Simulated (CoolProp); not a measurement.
R227EA along the isobar 13.4 bar: Z from the reference equation and from simpler models built on Tc = 374.9 K, pc = 29.25 bar, ω = 0.358; each cubic takes its own stable root.

Model: reference Helmholtz-energy equation of state, Lemmon 2016, in CoolProp.

| T (K) | phase | reference |
|---|---|---|
| 241.3 | liquid | 0.07094 |
| 257.9 | liquid | 0.06874 |
| 274.5 | liquid | 0.06714 |
| 291.1 | liquid | 0.06613 |
| 307.7 | liquid | 0.06581 |
| 324.3 | liquid | 0.06646 |
| 340.9 | gas | 0.7126 |
| 357.5 | gas | 0.7772 |
| 374.1 | gas | 0.8200 |
| 390.7 | gas | 0.8512 |
| 407.3 | gas | 0.8752 |
| 423.9 | gas | 0.8943 |

### Question
How far does each simpler model (Redlich-Kwong, Soave-Redlich-Kwong, Peng-Robinson) lie from the reference over these 12 states: mean and median of the absolute difference, and the worst?

### Answer
- Redlich-Kwong: mean 9.3 %, median 9.5 %, worst +22.4 % at 324.3 K and 13.4 bar
- Soave-Redlich-Kwong: mean 5.4 %, median 5.3 %, worst +13.6 % at 324.3 K and 13.4 bar
- Peng-Robinson: mean 2.0 %, median 1.7 %, worst -3.8 % at 257.9 K and 13.4 bar
